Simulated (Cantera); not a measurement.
A freely propagating, adiabatic, planar premixed flame of CH4 : O2 : N2 = 1 : 1.67 : 6.27 (molar parts), unburnt at 550 K and 10.0 bar; mixture-averaged transport, grid criteria slope 0.08 and curve 0.16, no radiation.

Cantera simulation using GRI-Mech 3.0 (53 species, 325 reactions); the numbers are that mechanism's predictions, not measurements. Burning velocities carry a grid error of a few per cent, more on coarse grids.

Q: How do the results move with these cheaper or finer settings: unity-Lewis-number transport; multicomponent transport; multicomponent+Soret transport; grid criteria slope 0.5, curve 1; grid criteria slope 0.25, curve 0.5; grid criteria slope 0.03, curve 0.06?

A: 
```tsv
setting	laminar burning velocity	thermal thickness	peak x(H2O2)	peak x(H)	grid points
as above	38.3 cm/s	0.0781 mm	5.19e-5	0.00275	137
unity-Lewis-number transport	27.1 cm/s	0.0992 mm	1.15e-5	0.00308	145
multicomponent transport	38.5 cm/s	0.0793 mm	4.90e-5	0.00277	137
multicomponent+Soret transport	38.6 cm/s	0.0782 mm	4.55e-5	0.00283	137
grid criteria slope 0.5, curve 1	42.5 cm/s	0.0858 mm	6.16e-5	0.00281	34
grid criteria slope 0.25, curve 0.5	39.6 cm/s	0.0804 mm	5.28e-5	0.00278	59
grid criteria slope 0.03, curve 0.06	37.5 cm/s	0.0776 mm	5.07e-5	0.00272	334
```
The base run took very roughly 5 core-seconds.
Unity Lewis numbers drop preferential diffusion, which matters most where H2 and H carry the flame; Soret adds thermal diffusion.
